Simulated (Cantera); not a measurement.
What does this Cantera script print?

```python
import numpy as np
import cantera as ct

gas_names = """
    C CO COS CO2 CS CS2 C2 C2O C3 C3O2 C4 C5 Fe FeC5O5 FeO O O2 O3 S SO SO2 SO3 S2 S2O S8
""".split()
cond_names = """
    C(gr) Fe(a) Fe(c) Fe(d) Fe(L) FeC5O5(L) FeO(s) FeO(L) FeS(a) FeS(b) FeS(c) FeS(L) FeSO4(s) FeS2(s)
    Fe2O3(s) Fe2S3O12(s) Fe3O4(s) S(cr1) S(cr2) S(L)
""".split()


# ... load() reads the species with a 1 bar reference pressure and builds the phases ...
atoms = {
    'FeS2': {'Fe': 1, 'S': 2},
    'O2': {'O': 2},
    'CO2': {'C': 1, 'O': 2},
}
top_T = {'C(gr)': 4500, 'FeSO4(s)': 950, 'FeS2(s)': 1010, 'Fe2O3(s)': 1830, 'Fe2S3O12(s)': 1100, 'Fe3O4(s)': 1870}  # K; cautious upper limits of use, not melting points


# ... equilibrate(T, P, feed) seeds the gas with the atoms and calls Mixture.equilibrate('TP', solver="vcs", rtol=1e-11, max_steps=5000) ...
results = []
feed = {'FeS2': 1, 'O2': 0.65, 'CO2': 1.2}  # mol
P = 10000  # Pa
for T in [1000, 1050, 1100, 1150, 1200, 1250, 1300, 1350, 1400]:
    mix = equilibrate(T, P, feed)
    results.append((T, P, feed, dict(zip(mix.species_names, mix.species_moles))))
    x = sorted(zip(gas.X, gas.species_names), reverse=True)
    print(f"T = {T:g} K  P = {P:g} Pa  gas = {mix.phase_moles(0):.4g} mol")
    print("   x: " + "  ".join(f"{s} {v:.3e}" for v, s in x if v > 0.001))
    print("   condensed (mol): " + ("  ".join(f"{mix.phase(i).name} {mix.phase_moles(i):.4g}"
          for i in range(1, mix.n_phases) if mix.phase_moles(i) > 1e-12) or "none"))
```

Output:

```
T = 1000 K  P = 10000 Pa  gas = 2.024 mol
   x: CO2 5.899e-01  SO2 3.211e-01  S2 8.316e-02  S2O 2.875e-03  CO 2.081e-03
   condensed (mol): FeS(c) 1
T = 1050 K  P = 10000 Pa  gas = 2.025 mol
   x: CO2 5.880e-01  SO2 3.218e-01  S2 8.272e-02  CO 3.703e-03  S2O 2.805e-03
   condensed (mol): FeS(c) 1
T = 1100 K  P = 10000 Pa  gas = 2.026 mol
   x: CO2 5.851e-01  SO2 3.229e-01  S2 8.204e-02  CO 6.226e-03  S2O 2.737e-03
   condensed (mol): FeS(c) 1
T = 1150 K  P = 10000 Pa  gas = 2.028 mol
   x: CO2 5.807e-01  SO2 3.244e-01  S2 8.102e-02  CO 9.948e-03  S2O 2.669e-03
   condensed (mol): FeS(c) 1
T = 1200 K  P = 10000 Pa  gas = 2.031 mol
   x: CO2 5.747e-01  SO2 3.266e-01  S2 7.959e-02  CO 1.518e-02  S2O 2.599e-03
   condensed (mol): FeS(c) 1
T = 1250 K  P = 10000 Pa  gas = 2.035 mol
   x: CO2 5.666e-01  SO2 3.294e-01  S2 7.766e-02  CO 2.219e-02  S2O 2.524e-03
   condensed (mol): FeS(c) 1
T = 1300 K  P = 10000 Pa  gas = 2.04 mol
   x: CO2 5.561e-01  SO2 3.330e-01  S2 7.518e-02  CO 3.120e-02  S2O 2.441e-03  SO 1.034e-03
   condensed (mol): FeS(c) 1
T = 1350 K  P = 10000 Pa  gas = 2.046 mol
   x: CO2 5.433e-01  SO2 3.374e-01  S2 7.210e-02  CO 4.230e-02  S2O 2.350e-03  SO 1.561e-03
   condensed (mol): FeS(c) 1
T = 1400 K  P = 10000 Pa  gas = 2.067 mol
   x: CO2 5.206e-01  SO2 3.297e-01  S2 8.489e-02  CO 5.878e-02  S2O 2.594e-03  SO 2.364e-03  COS 1.081e-03
   condensed (mol): FeO(s) 0.05042  FeS(c) 0.9496
```

Method: chemical equilibrium by Gibbs-energy minimisation in Cantera with the NASA 1993 tables (ideal gas, pure condensed phases). Metal and sulfide melt together well below either melting point, which pure phases cannot show. Mutual solubility and eutectic melting of coexisting phases are not modelled. The tables' stoichiometric FeO is somewhat more stable than real wüstite, so its field is too wide. FeO, FeS: taken at fixed stoichiometry. Gases not in the tables: S3 to S7.
